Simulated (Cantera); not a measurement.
Input (Python, Cantera):

```python
import numpy as np
import cantera as ct

gas = ct.Solution("gri30.yaml")
gas.TPX = 625, 500000, {'CH4': 1, 'C2H6': 0.27, 'C3H8': 0.65, 'O2': 5.16, 'N2': 19.4}
inlet = ct.Reservoir(gas, clone=True)
gas.equilibrate("HP")  # start burning
reactor = ct.IdealGasConstPressureReactor(gas, energy="on", clone=False)
exhaust = ct.Reservoir(gas, clone=True)
tau = [0.17, 0.043, 0.011, 0.0029, 0.00074, 0.00019, 4.9e-05, 1.3e-05, 3.3e-06][0]
for a, b in ((inlet, reactor), (reactor, exhaust)):
    ct.MassFlowController(a, b, mdot=lambda t: reactor.mass / tau)
net = ct.ReactorNet([reactor])
show = ['CH4', 'C2H6', 'C3H8', 'CH2O', 'OH', 'HCN', 'CO']

rows = []
print(f"{'tau/s':>10s}{'T/K':>9s}" + "".join(f"{s:>11s}" for s in show))
for tau in [0.17, 0.043, 0.011, 0.0029, 0.00074, 0.00019, 4.9e-05, 1.3e-05, 3.3e-06]:
    net.initial_time = 0.0
    net.advance(30 * tau)
    before = gas.X
    net.advance(40 * tau)
    drift = np.max(np.abs(gas.X - before) / (gas.X + 1e-9))
    rows.append([gas.T, *gas[show].X, drift])
    print(f"{tau:10.3e}{gas.T:9.1f}" + "".join(f"{x:11.3e}" for x in gas[show].X))
```

Output:

```
     tau/s      T/K        CH4       C2H6       C3H8       CH2O         OH        HCN         CO
 1.700e-01   2404.6  1.024e-06  4.752e-09  1.323e-08  1.173e-07  1.625e-03  3.475e-07  5.285e-02
 4.300e-02   2401.9  3.364e-06  1.844e-08  5.030e-08  4.133e-07  1.773e-03  1.178e-06  5.293e-02
 1.100e-02   2394.3  8.623e-06  6.862e-08  1.780e-07  1.269e-06  2.167e-03  3.260e-06  5.315e-02
 2.900e-03   2378.0  1.763e-05  2.376e-07  5.655e-07  3.310e-06  2.927e-03  6.917e-06  5.369e-02
 7.400e-04   2347.0  3.585e-05  8.162e-07  1.740e-06  8.280e-06  4.087e-03  1.229e-05  5.487e-02
 1.900e-04   2296.3  8.416e-05  2.779e-06  5.335e-06  2.131e-05  5.350e-03  1.947e-05  5.714e-02
 4.900e-05   2219.2  2.620e-04  1.048e-05  1.853e-05  6.353e-05  5.927e-03  3.118e-05  6.169e-02
 1.300e-05    625.0  3.776e-02  1.020e-02  2.455e-02 -3.734e-18  8.104e-24 -6.182e-20 -8.782e-17
 3.300e-06    625.0  3.776e-02  1.020e-02  2.455e-02 -7.114e-21  1.924e-24 -1.185e-22 -1.683e-19
```

Model: GRI-Mech 3.0 (53 species, 325 reactions), integrated in Cantera. GRI-Mech 3.0 was tuned for natural gas; its chemistry of propane as a main component is partial and can be far from experiment.
